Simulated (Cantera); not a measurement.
Adiabatic ignition

An adiabatic, constant-pressure homogeneous reactor starts with 7.20 % CO, 4.61 % H2, 6.79 % O2, 81.4 % N2, equivalence ratio 0.87, at 1800 K and 825 Torr.

Detailed kinetics in Cantera: GRI-Mech 3.0 (53 species, 325 reactions).

```tsv
t (s)	T (K)	x CO	x H2	x O2	x O	x OH	x HO2
3.00e-6	1800	0.0720	0.0461	0.0679	1.41e-6	1.51e-6	1.10e-6
1.02e-5	1800	0.0719	0.0447	0.0672	0.000258	0.000275	6.34e-6
3.45e-5	1883	0.0503	0.00627	0.0320	0.0178	0.00675	5.51e-6
0.000117	2059	0.0384	0.00643	0.0265	0.0138	0.00780	3.53e-6
0.000396	2269	0.0312	0.00463	0.0231	0.00706	0.00755	2.02e-6
0.00134	2432	0.0211	0.00268	0.0184	0.00285	0.00583	1.39e-6
0.00455	2490	0.0163	0.00194	0.0156	0.00170	0.00479	1.34e-6
0.0154	2487	0.0162	0.00194	0.0145	0.00157	0.00460	1.26e-6
0.0522	2483	0.0163	0.00196	0.0139	0.00151	0.00450	1.21e-6
0.177	2483	0.0163	0.00196	0.0138	0.00150	0.00450	1.20e-6
0.600	2483	0.0163	0.00196	0.0138	0.00150	0.00450	1.20e-6
```
x: mole fraction; the columns are a selection and need not sum to one.

| Property | Value |
|---|---|
| time of steepest temperature rise | 17.7 µs |
| temperature at 0.600 s | 2483 K |
| equilibrium temperature | 2483 K |
| x(CO) at 0.600 s | 0.0163 (gas-phase equilibrium 0.0163) |
| x(H2) at 0.600 s | 0.00196 (gas-phase equilibrium 0.00196) |
| x(O2) at 0.600 s | 0.0138 (gas-phase equilibrium 0.0138) |
